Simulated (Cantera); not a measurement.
## Ignition delay

Mixture: CH4 : O2 : N2 = 1 : 2.47 : 9.28 (molar parts), equivalence ratio 0.81, at 27000 Torr, adiabatic and at constant pressure. Ignition delay is the time to a rise of 400 K.

Computed with Cantera and GRI-Mech 3.0 (53 species, 325 reactions). The pressure lies above the range GRI-Mech 3.0 was tuned for (to about 10 atm).

```
T0 (K)  delay (ms)
------  ----------
1000          21.9
1100          4.13
1200          1.08
1300         0.348
1400         0.130
1500        0.0534
1600        0.0237
1700        0.0112
```

```
Property                                                Result
--------------------------------------------------  ----------
apparent activation energy between 1500 and 1700 K  170 kJ/mol
```
